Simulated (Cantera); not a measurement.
Charge: 1 mol SiH2Cl2, 0.0052 mol Cl2, 13 mol H2, held at 0.180 bar.

These are equilibrium values from Cantera (NASA tables, ideal gas, pure condensed phases), not measurements of a reactor. Candidate condensed phases: Si; 19 gas species. Rates play no part.

Over these rows the condensed part is Si(s). Partial pressures as log10 of bar:

| T (K) | 1000/T (1/K) | log p SiCl2 | log p H2 | log p SiCl4 | log p SiHCl3 | log p HCl |
|---|---|---|---|---|---|---|
| 875 | 1.1429 | -5.47 | -0.76 | -2.37 | -2.63 | -3.17 |
| 925 | 1.0811 | -4.96 | -0.76 | -2.38 | -2.64 | -2.94 |
| 975 | 1.0256 | -4.51 | -0.77 | -2.40 | -2.66 | -2.74 |
| 1025 | 0.9756 | -4.11 | -0.77 | -2.42 | -2.69 | -2.57 |
| 1075 | 0.9302 | ? | -0.77 | -2.45 | -2.72 | -2.41 |
| 1125 | 0.8889 | -3.45 | -0.77 | -2.51 | -2.77 | -2.27 |

### Question
Fit log p(SiCl2) = a + b·(1000/T) to the five rows, give the apparent enthalpy, and predict the row at 1075 K.

### Answer
Means: 1000/T = 1.0228, log p = -4.500. Sxy = -0.302346, Sxx = 0.0379878, so b = -7.96 and a = -4.500 − (-7.96)×1.0228 = 3.64.
Apparent enthalpy: −19.145 × (-7.96) = 152 kJ/mol. With the condensed phases at unit activity, 1/2 Si(s) + 1/2 SiCl4(g) = SiCl2(g) links this pressure to the main gases: over the six rows their terms move log p by -0.07 in all, so the slope is close to that reaction's ΔH°. The five rows lie within 0.02 of the line.
Prediction at 1075 K: 3.64 + (-7.96)×0.9302 = -3.76. The computed value is -3.76, 0.00 from the line.
